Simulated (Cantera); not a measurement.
Cantera run:

```python
import numpy as np
import cantera as ct

gas_names = """
    C CH CH2 CH3 CH2OH CH3O CH4 CH3OH CO CO2 COOH C2 C2H CHCO,ketyl C2H2,acetylene C2H2,vinylidene
    CH2CO,ketene C2H3,vinyl CH3CO,acetyl C2H4 C2H4O,ethylen CH3CHO,ethanal CH3COOH (HCOOH)2 C2H5 C2H6
    CH3OCH3 C2H5OH C2O C3 C3H3,propargyl C3H4,allene C3H4,propyne C3H4,cyclo- C3H5,allyl C3H6,propylene
    C3H6,cyclo- C3H6O C3H7,n-propyl C3H7,i-propyl C3H8 C3H8O,1propanol C3H8O,2propanol C3O2 C4 C4H2
    C4H4,1,3-cyclo- C4H6,butadiene C4H6,2-butyne C4H6,cyclo- C4H8,1-butene C4H8,cis2-buten
    C4H8,tr2-butene C4H8,isobutene C4H8,cyclo- (CH3COOH)2 C4H9,n-butyl C4H9,i-butyl C4H9,s-butyl
    C4H9,t-butyl C4H10,isobutane C4H10,n-butane C5 C5H6,1,3cyclo- C5H8,cyclo- C5H10,1-pentene
    C5H10,cyclo- C5H11,pentyl C5H11,t-pentyl C5H12,n-pentane C5H12,i-pentane CH3C(CH3)2CH3 C6H2
    C6H5,phenyl C6H5O,phenoxy C6H6 C6H5OH,phenol C6H10,cyclo- C6H12,1-hexene C6H12,cyclo- C6H13,n-hexyl
    C7H7,benzyl C7H8 C7H8O,cresol C7H14,1-heptene C7H15,n-heptyl C7H16,n-heptane C8H8,styrene
    C8H10,ethylbenz C8H16,1-octene C8H17,n-octyl C8H18,isooctane C8H18,n-octane C9H19,n-nonyl
    C10H8,naphthale C10H21,n-decyl C12H9,o-bipheny C12H10,bipheny H HCO HO2 H2 HCHO,formaldehy HCOOH H2O
    H2O2 O OH O2 O3 Ti TiO TiO2
""".split()
cond_names = """
    C(gr) C6H6(L) C7H8(L) C8H18(L),n-octa H2O(s) H2O(L) Ti(a) Ti(b) Ti(L) TiC(s) TiC(L) TiO(a) TiO(b)
    TiO(L) TiO2(ru) TiO2(L) Ti2O3(a) Ti2O3(b) Ti2O3(L) Ti3O5(a) Ti3O5(b) Ti3O5(L) Ti4O7(s) Ti4O7(L)
""".split()


def load(file, names, dense=False):
    # The tables refer to 1 bar. Condensed volumes are neglected.
    table = {s.name: s for s in ct.Species.list_from_file(file)}
    out = []
    for n in names:
        d = dict(table[n].input_data)
        d["thermo"] = dict(d["thermo"], **{"reference-pressure": 1e5})
        if dense:
            d["equation-of-state"] = {"model": "constant-volume", "density": "1e6 g/cm^3"}
        out.append(ct.Species.from_dict(d))
    return out


gas = ct.Solution(thermo="ideal-gas", species=load("nasa_gas.yaml", gas_names))
cond = {s.name: ct.Solution(thermo="fixed-stoichiometry", species=[s], name=s.name)
        for s in load("nasa_condensed.yaml", cond_names, dense=True)}
atoms = {
    'Ti(OiPr)4': {'Ti': 1, 'C': 12, 'H': 28, 'O': 4},
    'CH4': {'C': 1, 'H': 4},
    'H2': {'H': 2},
}
top_T = {'C(gr)': 4500}  # K; cautious upper limits of use, not melting points


def equilibrate(T, P, feed):
    n = {}
    for name, mol in feed.items():
        for a, k in atoms[name].items():
            n[a] = n.get(a, 0.0) + k * mol
    gas.TPX = T, P, n
    mass = sum(n.values()) * gas.mean_molecular_weight
    gas.equilibrate("TP")
    valid = [c for c in cond.values() if c.min_temp <= T <= top_T.get(c.name, c.max_temp)]
    mix = ct.Mixture([(gas, mass / gas.mean_molecular_weight)] + [(c, 0.0) for c in valid])
    mix.T, mix.P = T, P
    mix.equilibrate("TP", solver="vcs", rtol=1e-11, max_steps=5000)
    return mix


results = []
feed = {'Ti(OiPr)4': 1, 'CH4': 3.1, 'H2': 2}  # mol
T = 1298  # K
P = 800  # Pa
mix = equilibrate(T, P, feed)
results.append((T, P, feed, dict(zip(mix.species_names, mix.species_moles))))
x = sorted(zip(gas.X, gas.species_names), reverse=True)
print(f"T = {T:g} K  P = {P:g} Pa  gas = {mix.phase_moles(0):.4g} mol")
print("   x: " + "  ".join(f"{s} {v:.3e}" for v, s in x if v > 1e-06))
print("   condensed (mol): " + ("  ".join(f"{mix.phase(i).name} {mix.phase_moles(i):.4g}"
      for i in range(1, mix.n_phases) if mix.phase_moles(i) > 1e-12) or "none"))
```

Output:

```
T = 1298 K  P = 800 Pa  gas = 26.2 mol
   x: H2 8.473e-01  CO 1.527e-01  CH4 4.575e-05  H 1.103e-05  H2O 9.618e-06
   condensed (mol): C(gr) 10.1  TiC(s) 1
```

Method: chemical equilibrium by Gibbs-energy minimisation in Cantera with the NASA 1993 tables (ideal gas, pure condensed phases). The feed counts by its element totals alone. TiC: taken at fixed stoichiometry.
